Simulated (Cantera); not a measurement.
A Cantera script and what it prints.

```python
import numpy as np
import cantera as ct

gas_names = """
    C CO CO2 C2 C2O C3 C3O2 C4 C5 Fe FeC5O5 FeO O O2 O3
""".split()
cond_names = """
    C(gr) Fe(a) Fe(c) Fe(d) Fe(L) FeC5O5(L) FeO(s) FeO(L) Fe2O3(s) Fe3O4(s)
""".split()


def load(file, names, dense=False):
    # The tables refer to 1 bar. Condensed volumes are neglected.
    table = {s.name: s for s in ct.Species.list_from_file(file)}
    out = []
    for n in names:
        d = dict(table[n].input_data)
        d["thermo"] = dict(d["thermo"], **{"reference-pressure": 1e5})
        if dense:
            d["equation-of-state"] = {"model": "constant-volume", "density": "1e6 g/cm^3"}
        out.append(ct.Species.from_dict(d))
    return out


gas = ct.Solution(thermo="ideal-gas", species=load("nasa_gas.yaml", gas_names))
cond = {s.name: ct.Solution(thermo="fixed-stoichiometry", species=[s], name=s.name)
        for s in load("nasa_condensed.yaml", cond_names, dense=True)}
atoms = {
    'Fe2O3': {'Fe': 2, 'O': 3},
    'C': {'C': 1},
    'CO': {'C': 1, 'O': 1},
}
top_T = {'C(gr)': 4500, 'Fe2O3(s)': 1830, 'Fe3O4(s)': 1870}  # K; cautious upper limits of use, not melting points


def equilibrate(T, P, feed):
    n = {}
    for name, mol in feed.items():
        for a, k in atoms[name].items():
            n[a] = n.get(a, 0.0) + k * mol
    gas.TPX = T, P, n
    mass = sum(n.values()) * gas.mean_molecular_weight
    gas.equilibrate("TP")
    valid = [c for c in cond.values() if c.min_temp <= T <= top_T.get(c.name, c.max_temp)]
    mix = ct.Mixture([(gas, mass / gas.mean_molecular_weight)] + [(c, 0.0) for c in valid])
    mix.T, mix.P = T, P
    mix.equilibrate("TP", solver="vcs", rtol=1e-11, max_steps=5000)
    return mix


results = []
feed = {'Fe2O3': 1, 'C': 6.2, 'CO': 0.078}  # mol
P = 1000  # Pa
for T in [925, 1000, 1075, 1150, 1225, 1300, 1375, 1450, 1525, 1600, 1675, 1750, 1825]:
    mix = equilibrate(T, P, feed)
    results.append((T, P, feed, dict(zip(mix.species_names, mix.species_moles))))

top = {s: max(r[3][s] / sum(r[3][g] for g in gas_names) for r in results) for s in gas_names}
cols = sorted((s for s in top if top[s] > 0.001), key=lambda s: -top[s])[:6]
seen = [c for c in cond_names if any(r[3].get(c, 0) > 1e-12 for r in results)]
print("log10 of partial pressures in bar; condensed amounts in mol")
print(f"{'T/K':>10s}" + "".join(f"{s[:9]:>10s}" for s in cols + seen))
for T, P, feed, n in results:
    ng = sum(n[g] for g in gas_names)
    print(f"{T:10.4g}" + "".join(f"{np.log10(max(n[s] / ng * P / 1e5, 1e-99)):10.3f}" for s in cols)
          + "".join(f"{n.get(c, 0):10.4g}" for c in seen))
```

It prints:

```
log10 of partial pressures in bar; condensed amounts in mol
       T/K        CO       CO2        Fe     C(gr)     Fe(a)     Fe(c)     Fe(d)     Fe(L)
       925    -2.013    -3.547   -15.560     3.285         2         0         0         0
      1000    -2.002    -4.251   -13.827     3.217         2         0         0         0
      1075    -2.001    -4.868   -12.346     3.204         2         0         0         0
      1150    -2.000    -5.404   -11.066     3.201         2         0         0         0
      1225    -2.000    -5.873    -9.948       3.2         0         2         0         0
      1300    -2.000    -6.286    -8.962       3.2         0         2         0         0
      1375    -2.000    -6.653    -8.086       3.2         0         2         0         0
      1450    -2.000    -6.979    -7.302       3.2         0         2         0         0
      1525    -2.000    -7.272    -6.597       3.2         0         2         0         0
      1600    -2.000    -7.536    -5.960       3.2         0         2         0         0
      1675    -2.000    -7.776    -5.382       3.2         0         0     1.999         0
      1750    -2.001    -7.994    -4.856       3.2         0         0     1.996         0
      1825    -2.002    -8.195    -4.378       3.2         0         0         0     1.987
```

Equilibrium computed with Cantera from the NASA thermochemical tables; the gas is ideal and each condensed phase is pure. Iron dissolves carbon and melts from about 1420 K in contact with it, which pure phases cannot show. Condensed phases not in the tables: cementite and carbon dissolved in iron.
